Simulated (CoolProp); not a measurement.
Values from CoolProp's reference Helmholtz-energy equation of state, Lemmon 2016.

Problem. For R365MFC, give the phase and the Z, cp (kJ/(kg K)), speed of sound (m/s), isothermal compressibility (1/MPa) at 491.4 K and 0.742 MPa; 491.4 K and 1.48 MPa; 491.4 K and 3.71 MPa.

Solution. 
- 491.4 K and 0.742 MPa: gas; Z 0.931, cp 1.33, speed of sound 159, isothermal compressibility 1.45
- 491.4 K and 1.48 MPa: gas; Z 0.859, cp 1.37, speed of sound 148, isothermal compressibility 0.794
- 491.4 K and 3.71 MPa: supercritical; Z 0.605, cp 1.84, speed of sound 113, isothermal compressibility 0.485
